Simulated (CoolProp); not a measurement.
A simple Rankine cycle with R1224YDZ: condensing at 298.15 K, boiler at 1.51 MPa, turbine inlet 472.1 K, turbine efficiency 0.6, pump efficiency 0.6, no recuperator. Each further row changes one setting.

Model: reference Helmholtz-energy equation of state, Akasaka 2023, in CoolProp.

```
case                             thermal efficiency (%)  net work (kJ/kg)  heat in (kJ/kg)  turbine exit temperature (K)  volume ratio over the turbine
-------------------------------  ----------------------  ----------------  ---------------  ----------------------------  -----------------------------
as stated                                             ?              30.7              311                         429.0                           10.4
condensing temperature 290.15 K                    10.8                 ?                ?                             ?                           13.8
boiler pressure 1.06 MPa                            8.6              27.1              316                         437.0                              ?
turbine efficiency 0.5                              8.1              25.3              311                             ?                           10.5
```

**Question.** Some entries are withheld; supply them.

**Answer.** 
- as stated, thermal efficiency (%): 9.8
- condensing temperature 290.15 K, net work (kJ/kg): 34.5
- condensing temperature 290.15 K, heat in (kJ/kg): 320
- condensing temperature 290.15 K, turbine exit temperature (K): 424.6
- boiler pressure 1.06 MPa, volume ratio over the turbine: 7.14
- turbine efficiency 0.5, turbine exit temperature (K): 434.5
